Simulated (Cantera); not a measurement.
Mixture: H2 : O2 : N2 = 1 : 0.357 : 1.34 (molar parts), at 1.00 bar, adiabatic and at constant volume. Ignition delay is the time to a rise of 400 K.

Computed with Cantera and the H2/O2 subset of GRI-Mech 3.0, which has no nitrogen chemistry. Where the delays flatten at high temperature, the 400 K rule measures the pace of heat release, not the induction time.

```json
[
 {"quantity": "delay at 1300 K", "before": "28.6 µs", "after": "41.4 µs"},
 {"quantity": "delay at 1375 K", "before": "21.6 µs", "after": "31.8 µs"},
 {"quantity": "delay at 1450 K", "before": "17.2 µs", "after": "26.1 µs"},
 {"quantity": "delay at 1525 K", "before": "14.4 µs", "after": "22.8 µs"},
 {"quantity": "delay at 1600 K", "before": "12.7 µs", "after": "21.1 µs"},
 {"quantity": "delay at 1675 K", "before": "11.7 µs", "after": "20.3 µs"},
 {"quantity": "delay at 1750 K", "before": "11.2 µs", "after": "20.4 µs"}
]
```

### Question
Name the change that produced these shifts.
A. pressure from 1.00 bar to 0.490 bar
B. H2 1 to 2.8 parts
C. constant pressure in place of constant volume
D. pressure from 1.00 bar to 18.0 bar

### Answer
B, H2 1 to 2.8 parts
